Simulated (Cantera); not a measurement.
Input (Python, Cantera) and output of one run.

```python
import numpy as np
import cantera as ct

gas_names = """
    O2
""".split()
cond_names = """
    TaC(s) TaC(L) C(gr) Ta2O5(s) Ta2O5(L)
""".split()


# ... load() reads the species with a 1 bar reference pressure and builds the phases ...
species = {s.name: s for s in load("nasa_gas.yaml", gas_names) + load("nasa_condensed.yaml", cond_names)}
# Each term lists the table entries of one substance; the one whose range holds T is used.
reactions = {
    '4 TaC + 5 O2(g) = 4 C + 2 Ta2O5':
        [(-4, ['TaC(s)', 'TaC(L)']), (-5, ['O2']), (4, ['C(gr)']), (2, ['Ta2O5(s)', 'Ta2O5(L)'])],
}


def pick(names, T):
    return next(species[n] for n in names if species[n].thermo.min_temp <= T <= species[n].thermo.max_temp)


results = []
for label, terms in reactions.items():
    print(label)
    print("     T/K   dH/kJ  dS/(J/K)   dG/kJ   log10 K")
    for T in [300, 1673, 1773, 1873, 1973, 2073, 2173, 2273]:
        used = [(nu, pick(names, T)) for nu, names in terms]
        dH = sum(nu * s.thermo.h(T) for nu, s in used) / 1e6
        dS = sum(nu * s.thermo.s(T) for nu, s in used) / 1e3
        dG = dH - T * dS / 1e3
        logK = -dG * 1e6 / (ct.gas_constant * T * np.log(10))
        results.append((label, T, dH, dS, dG, logK, [s.name for _, s in used]))
        print(f"{T:8g} {dH:8.1f} {dS:8.1f} {dG:8.1f} {logK:8.2f}")
```

Result:

```
4 TaC + 5 O2(g) = 4 C + 2 Ta2O5
     T/K   dH/kJ  dS/(J/K)   dG/kJ   log10 K
     300  -3515.6   -885.9  -3249.8   565.83
    1673  -3429.6   -794.7  -2100.2    65.57
    1773  -3422.2   -790.3  -2021.0    59.54
    1873  -3414.8   -786.2  -1942.1    54.16
    1973  -3407.5   -782.5  -1863.7    49.34
    2073  -3158.9   -661.6  -1787.4    45.04
    2173  -3143.4   -654.3  -1721.6    41.38
    2273  -3128.1   -647.4  -1656.5    38.07
```

Standard-state values (1 bar) from the NASA 1993 polynomials, evaluated with Cantera. TaC: taken at fixed stoichiometry. Condensed species are held in their standard states even where they would react or evaporate.
